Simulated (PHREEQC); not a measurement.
Model water analysis in mg/kgw, 20 °C, pH 5.67, pe 11.3:

```json
[
 {"constituent": "Na", "mg/kgw": "8.22"},
 {"constituent": "K", "mg/kgw": "0.000581"},
 {"constituent": "Ca", "mg/kgw": "8.96"},
 {"constituent": "Mg", "mg/kgw": "2.28"},
 {"constituent": "Cl", "mg/kgw": "18.5"},
 {"constituent": "S(6) as SO4", "mg/kgw": "12.9"},
 {"constituent": "Alkalinity as HCO3", "mg/kgw": "11.8"},
 {"constituent": "Cu(2)", "mg/kgw": "0.191"},
 {"constituent": "Cd", "mg/kgw": "0.0338"}
]
```

Valence states are taken as typed.

Computed with PHREEQC (ion-association model, wateq4f.dat).

No solid was allowed to form.

Question: Order these Cd species by the share of Cd that they hold, largest first: CdSO4, CdHCO3+, CdCl+, Cd+2.

Answer: Cd+2 (93 %), CdCl+ (3.9 %), CdSO4 (2.4 %), CdHCO3+ (0.49 %)

The pH is 5.67 and the ionic strength 0.00142 mol/kgw.
